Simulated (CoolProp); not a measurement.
Saturated liquid density (kg/m³) of dodecamethylcyclohexasiloxane (D6): the reference equation beside estimates from Tc = 372.6 °C, pc = 961.4 kPa, ω = 0.736. Rackett uses Z = 0.29056 − 0.08775 ω.

Values from CoolProp's reference Helmholtz-energy equation of state, Colonna 2008. It is a short technical equation, of lower accuracy than the large ones.

```csv
T (°C),reference,Rackett,Redlich-Kwong,Soave-Redlich-Kwong,Peng-Robinson
144.55,834.0,1064,694.7,762.7,858.8
164.15,810.8,1035,674.9,745.8,840.5
183.75,786.8,1004,653.9,727.0,820.3
203.35,762.0,972.4,631.5,706.3,797.8
222.95,736.0,938.9,607.4,683.2,772.4
242.55,708.5,903.4,581.5,657.2,743.8
262.15,678.9,865.5,553.3,627.9,711.1
281.75,646.5,824.3,522.3,594.3,673.3
301.35,610.1,778.6,487.8,555.2,628.9
320.95,567.6,726.3,448.4,508.5,575.1
340.55,515.1,662.4,401.1,450.1,507.1
```

Absolute difference from the reference over all 11 rows, mean and median: Rackett 27.7 and 27.6 %, Redlich-Kwong 18.5 and 17.9 %, Soave-Redlich-Kwong 8.5 and 8.0 %, Peng-Robinson 3.7 and 4.1 %.
